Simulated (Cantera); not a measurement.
Feed: 1 mol TEOS, 0.65 mol NO, equilibrated at 1.20 mbar.

Equilibrium computed with Cantera from the NASA thermochemical tables; the gas is ideal and each condensed phase is pure. Candidate condensed phases: C, C₆H₆, C₇H₈, C₈H₁₈, H₂O, Si, SiC, SiO₂, Si₂N₂O, Si₃N₄; 151 gas species. The feed counts by its element totals alone. Kinetics and transport are ignored.

**Question.** What share of the Si ends up in condensed phases as a function of T (K), at 1500, 1575, 1650, 1725, 1800, 1875, 1950, 2025, 2100?

**Answer.** 
```csv
T (K),Si condensed (%),as
1500,99.1,SiC(s)
1575,98.8,SiC(s)
1650,98.4,SiC(s)
1725,97.9,SiC(s)
1800,97.3,SiC(s)
1875,96.4,SiC(s)
1950,94.7,SiC(s)
2025,90.4,SiC(s)
2100,78.8,SiC(s)
```
